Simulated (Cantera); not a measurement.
Cantera run:

```python
import numpy as np
import cantera as ct

gas_names = """
    CL CL2 H HCL H2 Si SiCL SiCL2 SiCL3 SiCL4 SiH SiHCL3 SiH2 SiH2CL2 SiH3 SiH3CL SiH4 Si2 Si3
""".split()
cond_names = """
    Si(cr) Si(L)
""".split()


# ... load() reads the species with a 1 bar reference pressure and builds the phases ...
atoms = {
    'Si2H6': {'Si': 2, 'H': 6},
    'HCl': {'H': 1, 'CL': 1},
    'H2': {'H': 2},
}
top_T = {}  # K; cautious upper limits of use, not melting points


# ... equilibrate(T, P, feed) seeds the gas with the atoms and calls Mixture.equilibrate('TP', solver="vcs", rtol=1e-11, max_steps=5000) ...
results = []
feed = {'Si2H6': 1, 'HCl': 1.2, 'H2': 620}  # mol
T = 923  # K
P = 140  # Pa
mix = equilibrate(T, P, feed)
results.append((T, P, feed, dict(zip(mix.species_names, mix.species_moles))))
x = sorted(zip(gas.X, gas.species_names), reverse=True)
print(f"T = {T:g} K  P = {P:g} Pa  gas = {mix.phase_moles(0):.4g} mol")
print("   x: " + "  ".join(f"{s} {v:.3e}" for v, s in x if v > 1e-06))
print("   condensed (mol): " + ("  ".join(f"{mix.phase(i).name} {mix.phase_moles(i):.4g}"
      for i in range(1, mix.n_phases) if mix.phase_moles(i) > 1e-12) or "none"))
```

Result:

```
T = 923 K  P = 140 Pa  gas = 624.2 mol
   x: H2 9.981e-01  HCL 1.896e-03  SiCL2 5.175e-06  SiHCL3 2.709e-06  SiCL4 1.444e-06
   condensed (mol): Si(cr) 1.994
```

Method: chemical equilibrium by Gibbs-energy minimisation in Cantera with the NASA 1993 tables (ideal gas, pure condensed phases). The feed counts by its element totals alone.
